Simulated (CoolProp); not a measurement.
Saturation properties of fluoroethane (R161) (Tc = 375.2 K, pc = 5.010 MPa, ω = 0.216).

Model: reference Helmholtz-energy equation of state, Wu 2012, in CoolProp.

| T (K) | p (MPa) | liquid density (kg/m³) | vapour density (kg/m³) | enthalpy of vaporisation (kJ/kg) | liquid cp (kJ/(kg K)) |
|---|---|---|---|---|---|
| 254.7 | 0.2263 | 789.3 | 5.470 | 403.1 | 2.034 |
| 261.4 | 0.2908 | 778.7 | 6.938 | 394.7 | 2.065 |
| 268.1 | 0.3685 | 767.7 | 8.697 | 385.9 | 2.099 |
| 274.8 | 0.4610 | 756.2 | 10.79 | 376.7 | 2.137 |
| 281.5 | 0.5701 | 744.1 | 13.27 | 366.9 | 2.178 |
| 288.2 | 0.6976 | 731.3 | 16.19 | 356.5 | 2.222 |
| 294.9 | 0.8451 | 717.9 | 19.60 | 345.5 | 2.270 |
| 301.6 | 1.015 | 703.6 | 23.60 | 333.8 | 2.323 |

It boils at 235.6 K under 1 atm.
